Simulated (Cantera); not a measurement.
A perfectly stirred reactor is fed with 9.51 % CH4, 19.0 % O2, 71.5 % N2, equivalence ratio 1.0, at 1.90 bar; it is adiabatic with a 725 K inlet, and is followed from long to short residence time, starting on the burning branch (τ in s: 0.14, 0.052, 0.02, 0.0076, 0.0029, 0.0011, 0.00042, 0.00016, 6.1e-05, 2.3e-05).

Model: GRI-Mech 3.0 (53 species, 325 reactions), integrated in Cantera.

x: mole fraction; the columns are a selection and need not sum to one.

```json
[
 {"τ (s)": "0.14", "T (K)": "2446", "x CH4": "6.62e-7", "x O2": "0.00844", "x HCN": "[?]", "x C2H2": "2.26e-11", "x CH2O": "1.22e-7", "x CH2CO": "2.12e-10", "x C2H6": "<1e-12"},
 {"τ (s)": "0.052", "T (K)": "2444", "x CH4": "1.73e-6", "x O2": "0.00876", "x HCN": "[?]", "x C2H2": "1.31e-10", "x CH2O": "3.21e-7", "x CH2CO": "5.67e-10", "x C2H6": "<1e-12"},
 {"τ (s)": "0.020", "T (K)": "2439", "x CH4": "4.24e-6", "x O2": "0.00938", "x HCN": "[?]", "x C2H2": "6.90e-10", "x CH2O": "7.89e-7", "x CH2CO": "1.47e-9", "x C2H6": "2.16e-12"},
 {"τ (s)": "0.0076", "T (K)": "2424", "x CH4": "1.00e-5", "x O2": "0.0105", "x HCN": "[?]", "x C2H2": "3.18e-9", "x CH2O": "1.86e-6", "x CH2CO": "3.91e-9", "x C2H6": "1.19e-11"},
 {"τ (s)": "0.0029", "T (K)": "2395", "x CH4": "2.21e-5", "x O2": "0.0122", "x HCN": "[?]", "x C2H2": "1.14e-8", "x CH2O": "4.02e-6", "x CH2CO": "1.03e-8", "x C2H6": "5.71e-11"},
 {"τ (s)": "0.0011", "T (K)": "2344", "x CH4": "4.66e-5", "x O2": "0.0147", "x HCN": "[?]", "x C2H2": "3.28e-8", "x CH2O": "8.09e-6", "x CH2CO": "2.68e-8", "x C2H6": "2.48e-10"},
 {"τ (s)": "0.00042", "T (K)": "2275", "x CH4": "9.78e-5", "x O2": "0.0179", "x HCN": "[?]", "x C2H2": "8.60e-8", "x CH2O": "1.58e-5", "x CH2CO": "6.86e-8", "x C2H6": "1.05e-9"},
 {"τ (s)": "0.00016", "T (K)": "2192", "x CH4": "0.000218", "x O2": "0.0217", "x HCN": "[?]", "x C2H2": "2.53e-7", "x CH2O": "3.20e-5", "x CH2CO": "1.95e-7", "x C2H6": "5.06e-9"},
 {"τ (s)": "6.1e-5", "T (K)": "2101", "x CH4": "0.000548", "x O2": "0.0270", "x HCN": "[?]", "x C2H2": "1.01e-6", "x CH2O": "7.22e-5", "x CH2CO": "7.32e-7", "x C2H6": "3.34e-8"},
 {"τ (s)": "2.3e-5", "T (K)": "1980", "x CH4": "0.00205", "x O2": "0.0391", "x HCN": "[?]", "x C2H2": "9.80e-6", "x CH2O": "0.000225", "x CH2CO": "6.35e-6", "x C2H6": "7.00e-7"}
]
```

**Question.** Fill in the missing entries.

**Answer.** 
- 0.14, x HCN: 1.46e-7
- 0.052, x HCN: 3.31e-7
- 0.020, x HCN: 6.26e-7
- 0.0076, x HCN: 9.84e-7
- 0.0029, x HCN: 1.31e-6
- 0.0011, x HCN: 1.57e-6
- 0.00042, x HCN: 1.85e-6
- 0.00016, x HCN: 2.30e-6
- 6.1e-5, x HCN: 3.32e-6
- 2.3e-5, x HCN: 6.61e-6
